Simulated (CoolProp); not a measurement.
Properties of sulfur hexafluoride along the isotherm 303.1 K.

Computed with CoolProp (reference Helmholtz-energy equation of state, Guder 2009).

| p (kPa) | phase | Z | cv (kJ/(kg K)) | speed of sound (m/s) | isothermal compressibility (1/MPa) | conductivity (mW/(m K)) | Prandtl number |
|---|---|---|---|---|---|---|---|
| 29.7 | gas | 0.9969 | 0.6160 | 136.9 | 33.78 | 13.3 | 0.780 |
| 46.2 | gas | 0.9951 | 0.6162 | 136.7 | 21.75 | 13.3 | 0.780 |
| 72 | gas | 0.9924 | 0.6166 | 136.4 | 14.00 | 13.3 | … |
| 112 | gas | 0.9881 | 0.6171 | 136.0 | 9.037 | 13.4 | … |
| 174 | gas | 0.9815 | 0.6179 | 135.2 | 5.857 | 13.4 | 0.785 |
| 272 | gas | 0.9708 | 0.6193 | 134.0 | 3.790 | 13.4 | 0.788 |
| 423 | gas | 0.9540 | 0.6216 | 132.1 | 2.482 | 13.5 | 0.794 |
| 659 | gas | 0.9267 | 0.6254 | 129.0 | … | 13.7 | 0.805 |
| 1030 | gas | 0.8809 | 0.6326 | 123.7 | 1.117 | 14.0 | 0.826 |
| 1600 | gas | 0.8013 | 0.6473 | 114.3 | … | 14.8 | 0.873 |
| 2490 | gas | 0.6290 | 0.6937 | 93.51 | 0.8270 | 18.4 | 1.13 |
| 3870 | liquid | … | 0.6810 | 214.8 | 0.02968 | 53.6 | … |
| 6030 | liquid | 0.2478 | 0.6722 | … | 0.01736 | 57.2 | 2.63 |
| 9390 | liquid | 0.3687 | 0.6669 | 310.8 | 0.01093 | 61.3 | 2.61 |

Question: Some entries are withheld; supply them.

Answer: 
- 72, Prandtl number: 0.781
- 112, Prandtl number: 0.783
- 659, isothermal compressibility (1/MPa): 1.645
- 1600, isothermal compressibility (1/MPa): 0.8156
- 3870, Z: 0.1669
- 3870, Prandtl number: 2.74
- 6030, speed of sound (m/s): 260.9

Viscosity comes from a separate model (Quiñones-Cisneros 2012). Thermal conductivity comes from a separate model (Assael 2012).
